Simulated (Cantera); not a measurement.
A Cantera script and what it prints.

```python
import numpy as np
import cantera as ct

gas_names = """
    C CN CO CO2 C2 CCN CNC C2N2 C2O C3 C3O2 C4 C4N2 C5 N NCO NO NO2 NO3 N2 N2O O O2 O3 Pb PbO Pb2
""".split()
cond_names = """
    C(gr) Pb(cr) Pb(L) PbO(rd) PbO(yw) PbO(L) PbO2(s) Pb3O4(s)
""".split()


# ... load() reads the species with a 1 bar reference pressure and builds the phases ...
atoms = {
    'Pb': {'Pb': 1},
    'CO': {'C': 1, 'O': 1},
    'N2': {'N': 2},
}
top_T = {'C(gr)': 4500, 'Pb3O4(s)': 820}  # K; cautious upper limits of use, not melting points


# ... equilibrate(T, P, feed) seeds the gas with the atoms and calls Mixture.equilibrate('TP', solver="vcs", rtol=1e-11, max_steps=5000) ...
results = []
feed = {'Pb': 1, 'CO': 3.4, 'N2': 2.4}  # mol
T = 800  # K
P = 3300  # Pa
mix = equilibrate(T, P, feed)
results.append((T, P, feed, dict(zip(mix.species_names, mix.species_moles))))
x = sorted(zip(gas.X, gas.species_names), reverse=True)
print(f"T = {T:g} K  P = {P:g} Pa  gas = {mix.phase_moles(0):.4g} mol")
print("   x: " + "  ".join(f"{s} {v:.3e}" for v, s in x if v > 0.001))
print("   condensed (mol): " + ("  ".join(f"{mix.phase(i).name} {mix.phase_moles(i):.4g}"
      for i in range(1, mix.n_phases) if mix.phase_moles(i) > 1e-12) or "none"))
```

It prints:

```
T = 800 K  P = 3300 Pa  gas = 4.724 mol
   x: N2 5.080e-01  CO 2.643e-01  CO2 2.277e-01
   condensed (mol): C(gr) 1.076  Pb(L) 1
```

These are equilibrium values from Cantera (NASA tables, ideal gas, pure condensed phases), not measurements of a reactor.
